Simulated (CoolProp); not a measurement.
Vapour-liquid equilibrium of R143a (1) + isobutene (2) at -66.25 °C; x and y are mole fractions of (1).

The numbers come from the multi-fluid Helmholtz-energy mixture model, Lemmon and Jacobsen 2000 and Lemmon 2005; pair parameters Bell 2016 in CoolProp.

### Question
Give the bubble pressure and the first vapour's composition at x = 0.2, 0.275, 0.875. Is there an azeotrope?

### Answer
x = 0.2: 22.33 kPa, y = 0.825; x = 0.275: 25.07 kPa, y = 0.850; x = 0.875: 34.96 kPa, y = 0.952. No azeotrope shows between x = 0.05 and 0.95.

The pair parameters rest on a limited set of measurements; away from them the model extrapolates. With so large a gap from Raoult's law the liquid may split in two, which this calculation doesn't test in full.
